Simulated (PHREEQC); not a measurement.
A solution holds 0.015 mol Na2SeO3 and 0.0026 mol H2SO4 per kg of water, at 25 °C. Closed to the air; pH follows from the charge balance.

The numbers come from PHREEQC with the ion-association model, wateq4f.dat.

No solid was allowed to form.

Task: What pH, ionic strength does the model give?

Result: pH 8.53; ionic strength 0.0420 mol/kgw.

Task: In which forms is Se present?

Result: SeO3-2 65 %, HSeO3- 35 % of the Se.
